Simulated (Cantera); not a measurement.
An adiabatic, constant-volume homogeneous reactor starts with 17.3 % CO, 4.32 % H2, 0.933 % CH4, 15.3 % O2, 57.4 % N2, 4.84 % H2O, equivalence ratio 0.83, at 1725 K and 910000 Pa.

Detailed kinetics in Cantera: GRI-Mech 3.0 (53 species, 325 reactions). Above 3000 K some thermodynamic fits are extrapolated.

Problem. Predict: time of steepest temperature rise; temperature at 3.00 s; equilibrium temperature; x(CO) at 3.00 s; x(H2) at 3.00 s; x(N2O) at 3.00 s; x(HO2) at 3.00 s.

Solution. 
```json
{
  "time_of_steepest_temperature_rise": "1.99 µs",
  "temperature at 3.00 s": "3035 K",
  "equilibrium_temperature": "3035 K",
  "x(CO) at 3.00 s": "0.0620 (gas-phase equilibrium 0.0620)",
  "x(H2) at 3.00 s": "0.00624 (gas-phase equilibrium 0.00624)",
  "x(N2O) at 3.00 s": "3.86e-6 (gas-phase equilibrium 3.86e-6)",
  "x(HO2) at 3.00 s": "2.76e-5 (gas-phase equilibrium 2.76e-5)"
}
```
